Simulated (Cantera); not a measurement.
Charge: 1 mol TEOS, 0.1 mol O2, a varied amount of H2, at 627 °C and 1.00 bar.

Method: chemical equilibrium by Gibbs-energy minimisation in Cantera with the NASA 1993 tables (ideal gas, pure condensed phases). Candidate condensed phases: C, C6H6, C7H8, C8H18, H2O, Si, SiC, SiO2; 123 gas species. The feed counts by its element totals alone. The numbers say what is thermodynamically allowed, not how fast it happens.

### Question
Which condensed phases are stable at each of these points (n(H2) (mol)): 9.2, 11, 13, 15, 18, 21, 25, 29, 34, 40, 48, 56, 66?

### Answer
| n(H2) (mol) | condensed phases | Si condensed (%) |
|---|---|---|
| 9.2 | C(graphite) + SiO2(β-quartz) | 100.0 |
| 11 | C(graphite) + SiO2(β-quartz) | 100.0 |
| 13 | C(graphite) + SiO2(β-quartz) | 100.0 |
| 15 | C(graphite) + SiO2(β-quartz) | 100.0 |
| 18 | C(graphite) + SiO2(β-quartz) | 100.0 |
| 21 | C(graphite) + SiO2(β-quartz) | 100.0 |
| 25 | C(graphite) + SiO2(β-quartz) | 100.0 |
| 29 | C(graphite) + SiO2(β-quartz) | 100.0 |
| 34 | C(graphite) + SiO2(β-quartz) | 100.0 |
| 40 | SiO2(β-quartz) | 100.0 |
| 48 | SiO2(β-quartz) | 100.0 |
| 56 | SiO2(β-quartz) | 100.0 |
| 66 | SiO2(β-quartz) | 100.0 |

From 9.2 mol H2 to 34 mol H2 the condensed part is C(graphite) + SiO2(β-quartz). From 40 mol H2 to 66 mol H2 the condensed part is SiO2(β-quartz).
